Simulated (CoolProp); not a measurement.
The numbers come from the reference Helmholtz-energy equation of state, Younglove 1994 in CoolProp. It is a modified Benedict-Webb-Rubin equation, recast in Helmholtz form.

### Question
For R123, give the phase and the density (kg/m³), cp (kJ/(kg K)), Joule-Thomson coefficient (K/MPa), isothermal compressibility (1/MPa) at 380 K and 2.37 MPa.

### Answer
- 380 K and 2.37 MPa: liquid; density 1240, cp 1.14, Joule-Thomson coefficient 0.0478, isothermal compressibility 0.00666
